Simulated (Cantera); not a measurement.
Charge: 1 mol NiS, 14 mol H2, 3 mol N2, held at 18.0 Pa.

Method: chemical equilibrium by Gibbs-energy minimisation in Cantera with the NASA 1993 tables (ideal gas, pure condensed phases). Candidate condensed phases: Ni, NiS, NiS2, Ni3S2, Ni3S4, S; 17 gas species. Gases not in the tables: S3 to S7. Kinetics and transport are ignored. All values below are at 1200 K.

Base state: H2 0.808, N2 0.176, H2S 0.0133, S2 0.00303, SH 0.000181, H 1.32e-5 (mole fractions); condensed: Ni3S2(l).

Problem. What changes in the equilibrium state with this change: H2 from 14 to 1300 mol?

Solution. 
| species | before | after |
|---|---|---|
| H2 | 0.808 | 0.997 |
| N2 | 0.176 | 0.00230 |
| H2S | 0.0133 | 0.000746 |
| S2 | 0.00303 | 6.25e-6 |
| SH | 0.000181 | 9.11e-6 |
| Ni3S2(l), mol | 0.333 | 0 |
| Ni(s), mol | 0 | 1.000 |
